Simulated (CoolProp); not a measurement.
Values from CoolProp's reference Helmholtz-energy equation of state, Kamei 1995.

Task: Give the vapour pressure (kPa), liquid density (kg/m³), vapour density (kg/m³), enthalpy of vaporisation (kJ/kg) of saturated R22 at 186.6, 199.7 K.

Result: 
| T (K) | p (kPa) | liquid density (kg/m³) | vapour density (kg/m³) | enthalpy of vaporisation (kJ/kg) |
|---|---|---|---|---|
| 186.6 | 6.34 | 1540 | 0.355 | 261 |
| 199.7 | 16.3 | 1500 | 0.859 | 253 |
